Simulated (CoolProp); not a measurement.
The fluid at 298.15 K and 13.7 MPa flows at 5.4 m/s in a round tube of 100 mm bore and 15 µm roughness, fully developed (64/Re and Nu = 3.66 if laminar; Colebrook and Gnielinski if turbulent). The same conditions are run with several fluids, on thermodynamics alone (safety and materials aside).

The numbers come from the reference Helmholtz-energy equation of state of each fluid (o-xylene: Zhou 2012; n-nonane: Lemmon 2006; ammonia: Gao 2020; C3F8 (R218): Lemmon 2006; R142b: Lemmon 2006) in CoolProp.

```
fluid        Reynolds number  Darcy friction factor  pressure drop (Pa/m)  heat-transfer coefficient (W/(m² K))  mass flow (kg/h)
-----------  ---------------  ---------------------  --------------------  ------------------------------------  ----------------
o-xylene              563000                 0.0148                  1910                                  4900            135000
n-nonane              518000                 0.0149                  1580                                  4690                 ?
ammonia              2340000                 0.0135                  1210                                 23700             93800
C3F8 (R218)                ?                 0.0134                  2840                                  7060                 ?
R142b                2280000                 0.0135                  2270                                  7510            176000
```

### Question
Complete the blanks.

### Answer

- n-nonane, mass flow (kg/h): 111000
- C3F8 (R218), Reynolds number: 3130000
- C3F8 (R218), mass flow (kg/h): 222000

Transport values come from each fluid's own correlations; those of C3F8 (R218), R142b are estimates that may be off by 10 % or more.
